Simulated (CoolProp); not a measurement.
Carbon dioxide at 298.15 K and 20 MPa flows at 2.3 m/s in a round tube of 6 mm bore and 45 µm roughness, fully developed (64/Re and Nu = 3.66 if laminar; Colebrook and Gnielinski if turbulent). Each further row changes one setting.

Model: reference Helmholtz-energy equation of state, Span 1996, in CoolProp.

| case | Reynolds number | Darcy friction factor | pressure drop (Pa/m) | heat-transfer coefficient (W/(m² K)) | mass flow (kg/h) |
|---|---|---|---|---|---|
| as stated | 131000 | 0.0350 | 14100 | 13400 | [?] |
| velocity 4.6 m/s | 262000 | 0.0347 | 56000 | 26700 | [?] |
| diameter 12 mm | 262000 | 0.0283 | [?] | 11200 | 856 |

Task: Fill in the missing entries.

Result: 
- as stated, mass flow (kg/h): 214
- velocity 4.6 m/s, mass flow (kg/h): 428
- diameter 12 mm, pressure drop (Pa/m): 5710

Viscosity comes from a separate model (Laesecke 2017). Thermal conductivity comes from a separate model (Huber 2016).
